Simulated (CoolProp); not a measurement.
Properties of methanol along the isotherm 87.55 °C (Tc = 240.2 °C, pc = 82.16 bar, ω = 0.565).

Values from CoolProp's reference Helmholtz-energy equation of state, de Reuck 1993.

```
p (bar)   phase        Z  speed of sound (m/s)
-------  ------  -------  --------------------
51.3     liquid  0.07492                     …
103      liquid   0.1491                     …
154      liquid   0.2210                  1021
205      liquid   0.2920                  1054
257      liquid   0.3634                  1084
308      liquid   0.4326                     …
359      liquid   0.5011                  1140
411      liquid        …                  1166
462      liquid   0.6374                  1190
513      liquid        …                  1213
565      liquid        …                  1236
616      liquid   0.8366                  1258
668      liquid   0.9028                  1279
719      liquid   0.9673                  1299
770      liquid    1.031                  1319
822      liquid    1.096                  1338
```

**Question.** Complete the blanks.

**Answer.** 
- 51.3, speed of sound (m/s): 946.7
- 103, speed of sound (m/s): 985.9
- 308, speed of sound (m/s): 1113
- 411, Z: 0.5702
- 513, Z: 0.7039
- 565, Z: 0.7712
